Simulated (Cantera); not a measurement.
## Premixed flame

A freely propagating, adiabatic, planar premixed flame of CH4 : O2 : N2 = 1.3 : 1.82 : 6.36 (molar parts), equivalence ratio 1.4, unburnt at 700 K and 5.63 atm; mixture-averaged transport, grid criteria slope 0.08 and curve 0.16, no radiation.

Cantera simulation using GRI-Mech 3.0 (53 species, 325 reactions); the numbers are that mechanism's predictions, not measurements. Burning velocities carry a grid error of a few per cent, more on coarse grids.

```tsv
z (mm)	T (K)	u (m/s)	x CH4	x O2	x H2O2	x CH3	x H2	x CO
-0.376	701	0.593	0.136	0.191	8.22e-8	2.05e-8	0.00447	2.47e-5
-0.251	709	0.603	0.135	0.189	7.27e-7	1.90e-7	0.0105	0.000221
-0.188	733	0.628	0.132	0.187	2.94e-6	9.01e-7	0.0168	0.000915
-0.125	848	0.736	0.121	0.175	1.41e-5	9.49e-6	0.0275	0.00494
-0.0627	1288	1.14	0.0823	0.129	2.90e-5	0.000339	0.0429	0.0253
-0.0314	1671	1.51	0.0475	0.0831	7.75e-6	0.00178	0.0511	0.0479
0	2019	1.84	0.0166	0.0358	3.52e-6	0.00331	0.0573	0.0714
0.0314	2196	2.01	0.00445	0.0112	9.87e-7	0.00190	0.0601	0.0822
0.0627	2260	2.07	0.00159	0.00336	2.75e-7	0.000820	0.0622	0.0845
0.125	2293	2.10	0.000469	0.000399	3.96e-8	0.000219	0.0652	0.0845
0.251	2305	2.11	0.000135	2.39e-5	<1e-8	4.92e-5	0.0675	0.0843
0.502	2308	2.11	2.61e-5	7.23e-6	<1e-8	8.16e-6	0.0684	0.0845
1.00	2308	2.11	1.55e-6	6.28e-6	<1e-8	4.61e-7	0.0686	0.0847
```
x: mole fraction of selected species; z is measured from the peak of heat release.

laminar burning velocity: 59.0 cm/s
thermal thickness: 0.125 mm
peak x(H2O2): 3.22e-5
peak x(CH3): 0.00333
peak x(H2): 0.0686
peak x(CO): 0.0847
